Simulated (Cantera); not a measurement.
A closed system holds: 1 mol PbO, 1.1 mol C, 0.4 mol N2, equilibrated at 1623 K and 1 atm.

Cantera equilibrium calculation (NASA polynomials, part measured and part estimated; ideal gas, pure solids and liquids). Candidate condensed phases: C, Pb, PbO, PbO2, Pb3O4; 27 gas species. The numbers say what is thermodynamically allowed, not how fast it happens.

Base state: CO 0.662, N2 0.265, Pb 0.0724, CO2 0.000109, Pb2 6.23e-5 (mole fractions); condensed: C(graphite) + Pb(l).

Task: What changes in the equilibrium state with this change: PbO replaced by CuO?

Result: 
```
species             before     after
----------------  --------  --------
CO                   0.662     0.714
N2                   0.265     0.286
CO2               0.000109  0.000126
Pb                  0.0724         0
Cu                       0   5.48e-5
Pb2                6.23e-5         0
C(graphite), mol     0.100     0.100
Pb(l), mol           0.891         0
Cu(l), mol               0     1.000
```
Further candidate phases: Cu, CuO, Cu2O.
